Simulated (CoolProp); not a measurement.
cis-2-butene at several states: fugacity coefficient from the reference equation and from simpler models built on Tc = 162.6 °C, pc = 4.236 MPa, ω = 0.202; each cubic takes its own stable root.

Model: reference Helmholtz-energy equation of state, Lemmon 2005, in CoolProp. It is a short technical equation, of lower accuracy than the large ones.

```json
[
 {"T (°C)": "24.35", "p (MPa)": "2.28", "phase": "liquid", "reference": "0.09286"},
 {"T (°C)": "-129.75", "p (MPa)": "0.287", "phase": "liquid", "reference": "5.259e-6"},
 {"T (°C)": "-36.25", "p (MPa)": "0.251", "phase": "liquid", "reference": "0.06462"}
]
```

Task: How far does each simpler model (van der Waals, Soave-Redlich-Kwong, Peng-Robinson) lie from the reference over these 3 states: mean and median of the absolute difference, and the worst?

Result: 
- van der Waals: mean 82362.0 %, median 1084.8 %, worst +245764.2 % at -129.75 °C and 0.287 MPa
- Soave-Redlich-Kwong: mean 6.1 %, median 1.7 %, worst +16.3 % at -129.75 °C and 0.287 MPa
- Peng-Robinson: mean 21.3 %, median 4.1 %, worst +59.2 % at -129.75 °C and 0.287 MPa
